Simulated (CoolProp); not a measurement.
Vapour-liquid equilibrium of CHF3 (R23) (1) + R227EA (2) at -43.85 °C; x and y are mole fractions of (1).

Values from CoolProp's multi-fluid Helmholtz-energy mixture model, Penoncello 2003 and Lemmon 2016; pair parameters Bell 2016.

| x | bubble pressure, mixture model (MPa) | bubble pressure, Raoult's law (MPa) | y, mixture model | y, Raoult's law |
|---|---|---|---|---|
| 0.05 | 0.05615 | 0.05519 | 0.553 | 0.553 |
| 0.125 | 0.1044 | 0.09907 | ? | 0.771 |
| 0.2 | 0.1541 | 0.1429 | 0.856 | 0.855 |
| 0.275 | 0.2033 | 0.1868 | 0.898 | 0.899 |
| 0.35 | 0.2508 | 0.2307 | ? | 0.927 |
| 0.425 | 0.2957 | 0.2746 | 0.940 | 0.946 |
| 0.5 | 0.3381 | 0.3184 | 0.952 | 0.959 |
| 0.575 | 0.3783 | 0.3623 | 0.962 | 0.970 |
| 0.65 | 0.4171 | 0.4062 | 0.969 | 0.978 |
| 0.725 | 0.4554 | 0.4501 | ? | 0.984 |
| 0.8 | ? | 0.4939 | 0.983 | 0.989 |
| 0.875 | ? | 0.5378 | 0.989 | 0.994 |
| 0.95 | ? | 0.5817 | 0.995 | 0.998 |

**Question.** Fill in the missing entries.

**Answer.** 
- 0.125, y, mixture model: 0.773
- 0.35, y, mixture model: 0.923
- 0.725, y, mixture model: 0.976
- 0.8, bubble pressure, mixture model (MPa): 0.4944
- 0.875, bubble pressure, mixture model (MPa): 0.5353
- 0.95, bubble pressure, mixture model (MPa): 0.5793

The largest gap from Raoult's law is +8.8 % in bubble pressure, at x = 0.275. No azeotrope shows between x = 0.05 and 0.95.

Pair parameters are fitted to limited data, so mixtures are less certain than the pure fluids. The gap from Raoult's law changes sign with composition, which may be real or a fault of the pair parameters; it wasn't checked against measurements.
